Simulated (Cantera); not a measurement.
Equilibrium for hydrogen reduction and annealing atmospheres: Cr₂O₃ + H₂

Feed: 1 mol Cr₂O₃, 840 mol H₂, held at 1573.15 K.

Cantera equilibrium calculation (NASA polynomials, part measured and part estimated; ideal gas, pure solids and liquids). Candidate condensed phases: Cr, Cr₂O₃, H₂O; 13 gas species. Mutual solubility and eutectic melting of coexisting phases are not modelled. The numbers say what is thermodynamically allowed, not how fast it happens.

At 10.0 Pa nothing is condensed. At 68.0 Pa the condensed part is Cr₂O₃(s). From 4.60 mbar to 10.0 bar the condensed part is Cr(s) + Cr₂O₃(s). The main Cr-bearing gas is Cr throughout. The share of Cr in condensed phases is highest at 10.0 bar (100.0 %) and lowest at 10.0 Pa (0.0 %).

```csv
P (Pa),x H₂,x H,x H₂O,x Cr,n Cr₂O₃(s),n Cr(s)
10,0.990,0.00405,0.00355,0.00237,0,0
68,0.994,0.00156,0.00289,0.00193,0.188,0
460,0.997,0.000600,0.00196,0.000512,0.450,0.668
3200,0.998,0.000227,0.00196,7.36e-5,0.450,1.04
22000,0.998,8.67e-5,0.00196,1.07e-5,0.450,1.09
150000,0.998,3.32e-5,0.00196,1.57e-6,0.450,1.10
1000000,0.998,1.29e-5,0.00196,2.36e-7,0.450,1.10
```
x: gas mole fraction; n: condensed amount in mol.
